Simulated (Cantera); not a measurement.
An isothermal, constant-pressure homogeneous reactor starts with 8.32 % C₂H₆, 91.6 % N₂, 0.117 % H₂O, at 1550 K and 1.00 bar.

Computed with Cantera and GRI-Mech 3.0 (53 species, 325 reactions). GRI-Mech 3.0 stops at C3 and has no aromatics, soot or wall deposition, so with more carbon than oxygen in the feed, carbon stays in small species such as C2H2 where larger ones or solid carbon would form.

x: mole fraction; the columns are a selection and need not sum to one.

| t (s) | x C₂H₆ | x HCN | x C₂H₄ | x H | x CH₂ | x C₂H |
|---|---|---|---|---|---|---|
| 4.00e-6 | 0.0825 | 2.13e-11 | 9.14e-5 | 8.58e-6 | 1.82e-7 | <1e-12 |
| 1.24e-5 | 0.0794 | 8.01e-9 | 0.00185 | 4.41e-5 | 1.32e-6 | 1.16e-10 |
| 3.86e-5 | 0.0651 | 6.00e-8 | 0.0125 | 6.79e-5 | 2.12e-6 | 4.45e-9 |
| 0.000120 | 0.0327 | 1.16e-7 | 0.0346 | 8.30e-5 | 1.61e-6 | 2.29e-8 |
| 0.000372 | 0.00404 | 1.53e-7 | 0.0406 | 7.28e-5 | 4.04e-7 | 5.33e-8 |
| 0.00116 | 0.000195 | 1.57e-7 | 0.0262 | 2.27e-5 | 2.63e-8 | 2.40e-8 |
| 0.00359 | 1.84e-5 | 1.55e-7 | 0.0157 | 9.18e-6 | 3.67e-9 | 1.12e-8 |
| 0.0111 | 1.07e-5 | 1.54e-7 | 0.00573 | 8.62e-6 | 2.71e-9 | 1.15e-8 |
| 0.0346 | ___ | 1.54e-7 | 0.00136 | 8.82e-6 | 2.56e-9 | 1.22e-8 |
| 0.107 | 7.92e-6 | 1.55e-7 | 0.00126 | 9.01e-6 | 2.42e-9 | 1.24e-8 |
| 0.334 | ___ | 1.58e-7 | 0.00132 | 9.51e-6 | ___ | 1.28e-8 |
| 1.04 | 2.92e-6 | 1.66e-7 | 0.00143 | 1.04e-5 | 1.51e-9 | 1.37e-8 |
| 3.22 | 1.46e-6 | 1.84e-7 | 0.00153 | 1.14e-5 | 1.01e-9 | 1.46e-8 |
| 10.0 | 1.25e-6 | 2.32e-7 | 0.00155 | 1.16e-5 | 8.73e-10 | 1.47e-8 |

Task: What belongs in the gaps?

Result: 
- 0.0346, x C₂H₆: 8.98e-6
- 0.334, x C₂H₆: 5.72e-6
- 0.334, x CH₂: 2.09e-9
